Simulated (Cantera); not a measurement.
A perfectly stirred reactor is fed with CH4 : H2 : H = 0.034 : 1 : 0.065 (molar parts), at 0.0168 atm; it is held at 2000 K, and followed from long to short residence time.

Cantera simulation using GRI-Mech 3.0 (53 species, 325 reactions); the numbers are that mechanism's predictions, not measurements. GRI-Mech 3.0 stops at C3 and has no aromatics, soot or wall deposition, so with more carbon than oxygen in the feed, carbon stays in small species such as C2H2 where larger ones or solid carbon would form. Radical loss at walls, strong at low pressure, is not modelled.

Problem. Predict: x(CH4) at τ = 2.20 s; x(H2) at τ = 2.20 s; x(H) at τ = 2.20 s; x(C2H6) at τ = 2.20 s; x(C2H) at τ = 2.20 s; x(CH4) at τ = 95.0 ms; x(H2) at τ = 95.0 ms; x(H) at τ = 95.0 ms; x(C2H6) at τ = 95.0 ms; x(C2H) at τ = 95.0 ms.

Solution. 
| Property | Value |
|---|---|
| x(CH4) at τ = 2.20 s | 0.000853 |
| x(H2) at τ = 2.20 s | 0.971 |
| x(H) at τ = 2.20 s | 0.0133 |
| x(C2H6) at τ = 2.20 s | 9.47e-9 |
| x(C2H) at τ = 2.20 s | 3.78e-6 |
| x(CH4) at τ = 95.0 ms | 0.00294 |
| x(H2) at τ = 95.0 ms | 0.966 |
| x(H) at τ = 95.0 ms | 0.0168 |
| x(C2H6) at τ = 95.0 ms | 1.37e-7 |
| x(C2H) at τ = 95.0 ms | 4.33e-6 |
